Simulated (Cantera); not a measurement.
What does this Cantera script print?

```python
import numpy as np
import cantera as ct

gas_names = [...]  # 62 gases of nasa_gas.yaml made of B, F, H, N, O
cond_names = """
    B(b) B(L) BN(s) B2O3(L) B3O3H3(cr) H2O(s) H2O(L)
""".split()


# ... load() reads the species with a 1 bar reference pressure and builds the phases ...
atoms = {
    'BF3': {'B': 1, 'F': 3},
    'H2O': {'H': 2, 'O': 1},
    'N2': {'N': 2},
}
top_T = {'BN(s)': 3200}  # K; cautious upper limits of use, not melting points


# ... equilibrate(T, P, feed) seeds the gas with the atoms and calls Mixture.equilibrate('TP', solver="vcs", rtol=1e-11, max_steps=5000) ...
results = []
P = 16000  # Pa
for T in [1098, 1198, 1298, 1398, 1498, 1598, 1698, 1798, 1898, 1998, 2098, 2198, 2298, 2398]:
    for m in [0.098, 0.17, 0.28, 0.47, 0.79, 1.3, 2.2, 3.7, 6.3, 11]:
        feed = {'BF3': 1, 'H2O': m, 'N2': 150}  # mol
        mix = equilibrate(T, P, feed)
        results.append((T, P, feed, dict(zip(mix.species_names, mix.species_moles))))

for T, P, feed, n in results:
    print(f"{T:7g} {feed['H2O']:10.4g}  " + (" + ".join(c for c in cond_names if n.get(c, 0) > 1e-12) or "gas only"))
```

Output:

```
   1098      0.098  gas only
   1098       0.17  gas only
   1098       0.28  gas only
   1098       0.47  B2O3(L)
   1098       0.79  B2O3(L)
   1098        1.3  B2O3(L)
   1098        2.2  B2O3(L)
   1098        3.7  B2O3(L)
   1098        6.3  B2O3(L)
   1098         11  B2O3(L)
   1198      0.098  gas only
   1198       0.17  gas only
   1198       0.28  gas only
   1198       0.47  gas only
   1198       0.79  B2O3(L)
   1198        1.3  B2O3(L)
   1198        2.2  B2O3(L)
   1198        3.7  B2O3(L)
   1198        6.3  B2O3(L)
   1198         11  B2O3(L)
   1298      0.098  gas only
   1298       0.17  gas only
   1298       0.28  gas only
   1298       0.47  gas only
   1298       0.79  gas only
   1298        1.3  gas only
   1298        2.2  B2O3(L)
   1298        3.7  B2O3(L)
   1298        6.3  B2O3(L)
   1298         11  B2O3(L)
   1398      0.098  gas only
   1398       0.17  gas only
   1398       0.28  gas only
   1398       0.47  gas only
   1398       0.79  gas only
   1398        1.3  gas only
   1398        2.2  gas only
   1398        3.7  gas only
   1398        6.3  gas only
   1398         11  gas only
   1498      0.098  gas only
   1498       0.17  gas only
   1498       0.28  gas only
   1498       0.47  gas only
   1498       0.79  gas only
   1498        1.3  gas only
   1498        2.2  gas only
   1498        3.7  gas only
   1498        6.3  gas only
   1498         11  gas only
   1598      0.098  gas only
   1598       0.17  gas only
   1598       0.28  gas only
   1598       0.47  gas only
   1598       0.79  gas only
   1598        1.3  gas only
   1598        2.2  gas only
   1598        3.7  gas only
   1598        6.3  gas only
   1598         11  gas only
   1698      0.098  gas only
   1698       0.17  gas only
   1698       0.28  gas only
   1698       0.47  gas only
   1698       0.79  gas only
   1698        1.3  gas only
   1698        2.2  gas only
   1698        3.7  gas only
   1698        6.3  gas only
   1698         11  gas only
   1798      0.098  gas only
   1798       0.17  gas only
   1798       0.28  gas only
   1798       0.47  gas only
   1798       0.79  gas only
   1798        1.3  gas only
   1798        2.2  gas only
   1798        3.7  gas only
   1798        6.3  gas only
   1798         11  gas only
   1898      0.098  gas only
   1898       0.17  gas only
   1898       0.28  gas only
   1898       0.47  gas only
   1898       0.79  gas only
   1898        1.3  gas only
   1898        2.2  gas only
   1898        3.7  gas only
   1898        6.3  gas only
   1898         11  gas only
   1998      0.098  gas only
   1998       0.17  gas only
   1998       0.28  gas only
   1998       0.47  gas only
   1998       0.79  gas only
   1998        1.3  gas only
   1998        2.2  gas only
   1998        3.7  gas only
   1998        6.3  gas only
   1998         11  gas only
   2098      0.098  gas only
   2098       0.17  gas only
   2098       0.28  gas only
   2098       0.47  gas only
   2098       0.79  gas only
   2098        1.3  gas only
   2098        2.2  gas only
   2098        3.7  gas only
   2098        6.3  gas only
   2098         11  gas only
   2198      0.098  gas only
   2198       0.17  gas only
   2198       0.28  gas only
   2198       0.47  gas only
   2198       0.79  gas only
   2198        1.3  gas only
   2198        2.2  gas only
   2198        3.7  gas only
   2198        6.3  gas only
   2198         11  gas only
   2298      0.098  gas only
   2298       0.17  gas only
   2298       0.28  gas only
   2298       0.47  gas only
   2298       0.79  gas only
   2298        1.3  gas only
   2298        2.2  gas only
   2298        3.7  gas only
   2298        6.3  gas only
   2298         11  gas only
   2398      0.098  gas only
   2398       0.17  gas only
   2398       0.28  gas only
   2398       0.47  gas only
   2398       0.79  gas only
   2398        1.3  gas only
   2398        2.2  gas only
   2398        3.7  gas only
   2398        6.3  gas only
   2398         11  gas only
```

Cantera equilibrium calculation (NASA polynomials, part measured and part estimated; ideal gas, pure solids and liquids). The tables' values for BF2 are old estimates. Gases not in the tables: H3BO3.
